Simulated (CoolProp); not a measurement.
A single-stage vapour-compression cycle with R404A: evaporating at 237.15 K (dew point), condensing at 297.15 K (bubble point), superheat 2 K, subcooling 2 K, compressor efficiency 0.8, no pressure losses. Each further row changes one setting.

Model: reference Helmholtz-energy equation of state, Lemmon 2003, in CoolProp. It is a pseudo-pure fit of the blend.

```
case                              cooling COP  pressure ratio  discharge temperature (K)  refrigerating effect (kJ/kg)  volumetric capacity (kJ/m³)
--------------------------------  -----------  --------------  -------------------------  ----------------------------  ---------------------------
as stated                                2.21            7.80                      318.1                           116                          948
evaporating temperature 242.15 K         2.54            6.30                      315.8                           119                         1190
condensing temperature 292.15 K          2.53            6.82                      312.3                           123                         1010
subcooling 7 K                           2.36            7.80                      318.1                           123                         1010
superheat 12 K                           2.25            7.80                      328.4                           124                          965
compressor efficiency 0.7                1.94            7.80                      325.0                           116                          948
```
